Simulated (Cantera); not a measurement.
A perfectly stirred reactor is fed with CH4 : O2 : N2 = 1 : 3.77 : 14.2 (molar parts), equivalence ratio 0.53, at 0.890 bar; it is adiabatic with a 525 K inlet, and is followed from long to short residence time, starting on the burning branch (τ in s: 0.25, 0.093, 0.035, 0.013, 0.0049, 0.0018, 0.00069, 0.00026, 9.6e-05, 3.6e-05, 1.4e-05).

Cantera simulation using GRI-Mech 3.0 (53 species, 325 reactions); the numbers are that mechanism's predictions, not measurements.

Question: What does this change do: O2 3.77 to 4.9 parts?

Answer: 
```
quantity                                                                       before                                 after
------------------------------------------------  -----------------------------------  ------------------------------------
blow-out, bracketed by the residence times tried  burning at 0.260 ms, out at 96.0 µs  burning at 0.690 ms, out at 0.260 ms
x(CH4) at τ = 0.250 s                                                         7.24e-6                               8.90e-6
x(O2) at τ = 0.250 s                                                           0.0932                                 0.144
x(NO) at τ = 0.250 s                                                          9.99e-6                               5.09e-6
x(H2) at τ = 0.250 s                                                          4.68e-5                               2.52e-5
x(CO2) at τ = 0.250 s                                                          0.0525                                0.0496
x(CH4) at τ = 1.80 ms                                                        0.000182                              0.000229
x(O2) at τ = 1.80 ms                                                           0.0947                                 0.146
x(NO) at τ = 1.80 ms                                                          4.01e-6                               1.72e-6
x(H2) at τ = 1.80 ms                                                         0.000981                              0.000598
x(CO2) at τ = 1.80 ms                                                          0.0477                                0.0449
```

Question: What does this change do: CH4 1 to 1.6 parts?

Answer: 
| quantity | before | after |
|---|---|---|
| blow-out, bracketed by the residence times tried | burning at 0.260 ms, out at 96.0 µs | burning at 96.0 µs, out at 36.0 µs |
| x(CH4) at τ = 0.250 s | 7.24e-6 | 1.31e-6 |
| x(O2) at τ = 0.250 s | 0.0932 | 0.0290 |
| x(NO) at τ = 0.250 s | 9.99e-6 | 0.00217 |
| x(H2) at τ = 0.250 s | 4.68e-5 | 0.00128 |
| x(CO2) at τ = 0.250 s | 0.0525 | 0.0781 |
| x(CH4) at τ = 1.80 ms | 0.000182 | 6.54e-5 |
| x(O2) at τ = 1.80 ms | 0.0947 | 0.0355 |
| x(NO) at τ = 1.80 ms | 4.01e-6 | 0.000118 |
| x(H2) at τ = 1.80 ms | 0.000981 | 0.00558 |
| x(CO2) at τ = 1.80 ms | 0.0477 | 0.0671 |
